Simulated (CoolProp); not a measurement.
Values from CoolProp's reference Helmholtz-energy equation of state, Lemmon 2006. It is a short technical equation, of lower accuracy than the large ones.

### Question
Give the vapour pressure (MPa), liquid cp (kJ/(kg K)), vapour Z, vapour viscosity (µPa s) of saturated n-nonane at 161.95, 193.95 °C.

### Answer
| T (°C) | p (MPa) | liquid cp (kJ/(kg K)) | vapour Z | vapour viscosity (µPa s) |
|---|---|---|---|---|
| 161.95 | 0.135 | 2.78 | 0.929 | 7.75 |
| 193.95 | 0.281 | 2.94 | 0.881 | 8.30 |

Viscosity comes from a separate model (Huber 2004).
